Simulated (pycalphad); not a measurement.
Source of the numbers: pycalphad with the COST 507 light-alloy database (1999); pressure 1 atm. The database dates from 1999; later assessments differ in places, in temperatures and in the compounds included. Kinetics are ignored, which matters at the lower temperatures.

Molar enthalpy of Ti-0.21Hf-0.29B (at.%) in equilibrium (SER reference):

```tsv
T (°C)	H (kJ/mol)	phases
2577	111.71	liquid
2377	102.46	liquid
2177	93.21	liquid
1977	83.97	liquid
1777	74.72	liquid
1677	70.09	liquid
1577	52.49	bcc + liquid
1477	48.39	bcc + BM
1377	44.96	bcc + BM
1177	38.46	bcc + BM
977	32.35	bcc + BM
777	21.86	hcp + BM
577	15.37	hcp + BM
377	9.26	hcp + BM
```

Cooling from 1677 °C to 1477 °C, across the freezing range, releases 21.7 kJ/mol, or 452 J/g. The slope is 46 J/(mol K) in the liquid and 34 J/(mol K) just below the solidus, where it includes any heat of precipitation. Liquidus 1661 °C, solidus 1541 °C. Changes were sought between steps of 100 K, so a narrower field can be missed.

Database names, with the compositions (at.%) that they take in these runs: BM: Ti 50 B 50.
